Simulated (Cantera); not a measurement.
A perfectly stirred reactor is fed with C2H6 : N2 = 1 : 4.3 (molar parts), at 0.0133 bar; it is held at 1800 K, and followed from long to short residence time.

Computed with Cantera and GRI-Mech 3.0 (53 species, 325 reactions). GRI-Mech 3.0 stops at C3 and has no aromatics, soot or wall deposition, so with more carbon than oxygen in the feed, carbon stays in small species such as C2H2 where larger ones or solid carbon would form. Radical loss at walls, strong at low pressure, is not modelled.

Problem. What does this change do: C2H6 1 to 0.56 parts?

Solution. 
```json
[
 {"quantity": "x(C2H6) at τ = 1.70 s", "before": "1.66e-5", "after": "1.25e-5"},
 {"quantity": "x(C2H4) at τ = 1.70 s", "before": "0.000117", "after": "8.25e-5"},
 {"quantity": "x(CH2) at τ = 1.70 s", "before": "5.40e-6", "after": "5.23e-6"},
 {"quantity": "x(CH3) at τ = 1.70 s", "before": "0.000907", "after": "0.000700"},
 {"quantity": "x(H2) at τ = 1.70 s", "before": "0.263", "after": "0.180"},
 {"quantity": "x(C2H6) at τ = 9.80 ms", "before": "0.00247", "after": "0.00183"},
 {"quantity": "x(C2H4) at τ = 9.80 ms", "before": "0.00982", "after": "0.00712"},
 {"quantity": "x(CH2) at τ = 9.80 ms", "before": "4.74e-5", "after": "4.79e-5"},
 {"quantity": "x(CH3) at τ = 9.80 ms", "before": "0.0118", "after": "0.00906"},
 {"quantity": "x(H2) at τ = 9.80 ms", "before": "0.191", "after": "0.130"}
]
```

Problem. What does this change do: temperature 1800 to 1350 K?

Solution. 
| quantity | before | after |
|---|---|---|
| x(C2H6) at τ = 1.70 s | 1.66e-5 | 0.00187 |
| x(C2H4) at τ = 1.70 s | 0.000117 | 0.0138 |
| x(CH2) at τ = 1.70 s | 5.40e-6 | 6.26e-8 |
| x(CH3) at τ = 1.70 s | 0.000907 | 0.000344 |
| x(H2) at τ = 1.70 s | 0.263 | 0.197 |
| x(C2H6) at τ = 9.80 ms | 0.00247 | 0.117 |
| x(C2H4) at τ = 9.80 ms | 0.00982 | 0.0448 |
| x(CH2) at τ = 9.80 ms | 4.74e-5 | 7.06e-7 |
| x(CH3) at τ = 9.80 ms | 0.0118 | 0.00237 |
| x(H2) at τ = 9.80 ms | 0.191 | 0.0439 |

Problem. What does this change do: pressure from 0.0133 bar to 1.01 bar?

Solution. 
```tsv
quantity	before	after
x(C2H6) at τ = 1.70 s	1.66e-5	2.46e-6
x(C2H4) at τ = 1.70 s	0.000117	0.000848
x(CH2) at τ = 1.70 s	5.40e-6	7.61e-8
x(CH3) at τ = 1.70 s	0.000907	9.58e-5
x(H2) at τ = 1.70 s	0.263	0.265
x(C2H6) at τ = 9.80 ms	0.00247	0.000274
x(C2H4) at τ = 9.80 ms	0.00982	0.00206
x(CH2) at τ = 9.80 ms	4.74e-5	1.15e-6
x(CH3) at τ = 9.80 ms	0.0118	0.000946
x(H2) at τ = 9.80 ms	0.191	0.226
```
